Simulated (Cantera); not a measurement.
## SiH2Cl2 + N2 (silicon nitride deposition)

Charge: 1 mol SiH2Cl2, a varied amount of N2, at 1548.15 K and 100000 Pa.

Equilibrium computed with Cantera from the NASA thermochemical tables; the gas is ideal and each condensed phase is pure. Candidate condensed phases: NH4Cl, Si, Si3N4; 28 gas species. The tables' values for SiCl3 are old estimates; treat these amounts as uncertain. Rates play no part.

| n(N2) (mol) | x N2 | x HCl | x H2 | x SiCl4 | x SiCl3 | x SiCl2 | x SiHCl3 | x SiH2Cl2 | n Si3N4(s) |
|---|---|---|---|---|---|---|---|---|---|
| 2.5 | 0.529 | 0.279 | 0.122 | 0.0474 | 0.0115 | 0.00782 | 0.00254 | 2.22e-5 | 0.246 |
| 3.1 | 0.592 | 0.248 | 0.102 | 0.0393 | 0.00982 | 0.00686 | 0.00198 | 1.63e-5 | 0.248 |
| 4 | 0.659 | 0.213 | 0.0815 | 0.0310 | 0.00807 | 0.00588 | 0.00146 | 1.11e-5 | 0.251 |
| 5 | 0.712 | 0.184 | 0.0662 | 0.0249 | 0.00676 | 0.00513 | 0.00110 | 7.88e-6 | 0.254 |
| 6.3 | 0.760 | 0.156 | 0.0529 | 0.0196 | 0.00559 | 0.00445 | 0.000811 | 5.46e-6 | 0.256 |
| 7.9 | 0.801 | 0.132 | 0.0421 | 0.0153 | 0.00461 | 0.00387 | 0.000597 | 3.78e-6 | 0.258 |
| 9.9 | 0.836 | 0.111 | 0.0333 | 0.0119 | 0.00378 | 0.00336 | 0.000436 | 2.60e-6 | 0.260 |
| 13 | 0.871 | 0.0895 | 0.0249 | 0.00867 | 0.00296 | 0.00283 | 0.000295 | 1.64e-6 | 0.263 |
| 16 | 0.893 | 0.0754 | 0.0199 | 0.00676 | 0.00245 | 0.00248 | 0.000218 | 1.14e-6 | 0.265 |
| 20 | 0.913 | 0.0625 | 0.0155 | 0.00513 | 0.00198 | 0.00214 | 0.000156 | 7.74e-7 | 0.266 |
| 25 | 0.929 | 0.0516 | 0.0121 | 0.00388 | 0.00160 | 0.00185 | 0.000111 | 5.21e-7 | 0.268 |
| 31 | 0.942 | 0.0427 | 0.00951 | 0.00294 | 0.00130 | 0.00161 | 7.99e-5 | 3.54e-7 | 0.269 |
| 40 | 0.954 | 0.0341 | 0.00712 | 0.00210 | 0.00101 | 0.00135 | 5.36e-5 | 2.23e-7 | 0.271 |
x: gas mole fraction; n: condensed amount in mol.

From 2.5 mol N2 to 40 mol N2 the condensed part is Si3N4(s). The main Si-bearing gas is SiCl4 throughout. The share of Si in condensed phases is highest at 40 mol N2 (81.3 %) and lowest at 2.5 mol N2 (73.7 %).
